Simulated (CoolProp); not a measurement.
Properties of 1,2-dichloroethane along the isobar 0.101 MPa.

Values from CoolProp's reference Helmholtz-energy equation of state, Thol 2015.

| T (K) | phase | Z | cv (kJ/(kg K)) | speed of sound (m/s) | isothermal compressibility (1/MPa) | expansivity (1/kK) | fugacity coefficient |
|---|---|---|---|---|---|---|---|
| 364.3 | gas | 0.9724 | 0.8101 | 179.7 | 10.19 | 2.998 | 0.9731 |
| 376.6 | gas | 0.9752 | 0.8222 | 183.0 | 10.16 | 2.874 | 0.9758 |
| 389 | gas | 0.9777 | 0.8348 | 186.3 | 10.13 | 2.761 | 0.9782 |
| 401.3 | gas | 0.9798 | 0.8477 | 189.4 | 10.11 | 2.658 | 0.9802 |
| 413.6 | gas | 0.9817 | 0.8609 | 192.4 | 10.09 | 2.564 | 0.9820 |
| 426 | gas | 0.9834 | 0.8745 | 195.4 | 10.07 | 2.476 | 0.9836 |
| 438.3 | gas | 0.9848 | 0.8880 | 198.3 | 10.06 | 2.395 | 0.9851 |
| 450.7 | gas | 0.9862 | 0.9018 | 201.2 | 10.04 | 2.320 | 0.9863 |
| 463 | gas | 0.9873 | 0.9154 | 204.0 | 10.03 | 2.250 | 0.9875 |
| 475.3 | gas | 0.9884 | 0.9290 | 206.7 | 10.02 | 2.185 | 0.9885 |
| 487.7 | gas | 0.9893 | 0.9427 | 209.4 | 10.01 | 2.123 | 0.9894 |
| 500 | gas | 0.9901 | 0.9561 | 212.0 | 10.00 | 2.065 | 0.9902 |
